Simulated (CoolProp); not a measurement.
Properties of R125 at several states (Tc = 66.0 °C, pc = 3.618 MPa, ω = 0.305).

The numbers come from the reference Helmholtz-energy equation of state, Lemmon 2005 in CoolProp.

| T (°C) | p (MPa) | phase | density (kg/m³) | cv (kJ/(kg K)) | Joule-Thomson coefficient (K/MPa) | conductivity (mW/(m K)) | fugacity coefficient |
|---|---|---|---|---|---|---|---|
| 121.45 | 6.97 | supercritical | 449.3 | 0.9497 | 5.763 | 33.6 | 0.6577 |
| 86.45 | 0.0228 | gas | 0.9169 | 0.8106 | 7.691 | 18.8 | 0.9982 |
| 77.75 | 2.69 | gas | 152.8 | 0.8714 | 11.07 | 20.8 | 0.7809 |

Thermal conductivity comes from a separate model (Perkins 2006).
